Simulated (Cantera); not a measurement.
**Adiabatic ignition**

An adiabatic, constant-pressure homogeneous reactor starts with CO : H2 : O2 : N2 = 1 : 0.03 : 0.78 : 2.93 (molar parts), equivalence ratio 0.66, at 1675 K and 18.0 bar.

Detailed kinetics in Cantera: GRI-Mech 3.0 (53 species, 325 reactions). The hydrogen kinetics of GRI-Mech 3.0 are dated; newer H2 mechanisms differ, most at raised pressure. The pressure lies above the range GRI-Mech 3.0 was tuned for (to about 10 atm).

```json
[
 {"t (s)": "1.00e-6", "T (K)": "1675", "x CO": "0.211", "x H2": "0.00626", "x O2": "0.164", "x H2O2": "5.06e-8", "x NO2": "<1e-12", "x H": "1.96e-5", "x NO": "6.54e-11"},
 {"t (s)": "3.03e-6", "T (K)": "1816", "x CO": "0.190", "x H2": "0.000303", "x O2": "0.147", "x H2O2": "7.64e-7", "x NO2": "4.47e-8", "x H": "0.000880", "x NO": "2.08e-6"},
 {"t (s)": "9.20e-6", "T (K)": "2477", "x CO": "0.0936", "x H2": "0.000272", "x O2": "0.0955", "x H2O2": "1.49e-7", "x NO2": "2.05e-6", "x H": "0.00183", "x NO": "0.000218"},
 {"t (s)": "2.79e-5", "T (K)": "2869", "x CO": "0.0505", "x H2": "0.000168", "x O2": "0.0801", "x H2O2": "8.20e-8", "x NO2": "6.37e-6", "x H": "0.000504", "x NO": "0.00278"},
 {"t (s)": "8.47e-5", "T (K)": "2925", "x CO": "0.0419", "x H2": "0.000145", "x O2": "0.0735", "x H2O2": "8.45e-8", "x NO2": "1.52e-5", "x H": "0.000360", "x NO": "0.00988"},
 {"t (s)": "0.000257", "T (K)": "2914", "x CO": "0.0412", "x H2": "0.000145", "x O2": "0.0689", "x H2O2": "8.16e-8", "x NO2": "2.85e-5", "x H": "0.000344", "x NO": "0.0190"},
 {"t (s)": "0.000779", "T (K)": "2909", "x CO": "0.0410", "x H2": "0.000145", "x O2": "0.0673", "x H2O2": "8.05e-8", "x NO2": "3.29e-5", "x H": "0.000339", "x NO": "0.0222"},
 {"t (s)": "0.00236", "T (K)": "2909", "x CO": "0.0410", "x H2": "0.000145", "x O2": "0.0673", "x H2O2": "8.05e-8", "x NO2": "3.29e-5", "x H": "0.000339", "x NO": "0.0222"},
 {"t (s)": "0.00717", "T (K)": "2909", "x CO": "0.0410", "x H2": "0.000145", "x O2": "0.0673", "x H2O2": "8.05e-8", "x NO2": "3.29e-5", "x H": "0.000339", "x NO": "0.0222"},
 {"t (s)": "0.0217", "T (K)": "2909", "x CO": "0.0410", "x H2": "0.000145", "x O2": "0.0673", "x H2O2": "8.05e-8", "x NO2": "3.29e-5", "x H": "0.000339", "x NO": "0.0222"},
 {"t (s)": "0.0659", "T (K)": "2909", "x CO": "0.0410", "x H2": "0.000145", "x O2": "0.0673", "x H2O2": "8.05e-8", "x NO2": "3.29e-5", "x H": "0.000339", "x NO": "0.0222"},
 {"t (s)": "0.200", "T (K)": "2909", "x CO": "0.0410", "x H2": "0.000145", "x O2": "0.0673", "x H2O2": "8.05e-8", "x NO2": "3.29e-5", "x H": "0.000339", "x NO": "0.0222"}
]
```
x: mole fraction; the columns are a selection and need not sum to one.

time of steepest temperature rise: 5.46 µs
temperature at 0.200 s: 2909 K
equilibrium temperature: 2909 K
x(CO) at 0.200 s: 0.0410 (gas-phase equilibrium 0.0410)
x(H2) at 0.200 s: 0.000145 (gas-phase equilibrium 0.000145)
x(O2) at 0.200 s: 0.0673 (gas-phase equilibrium 0.0673)
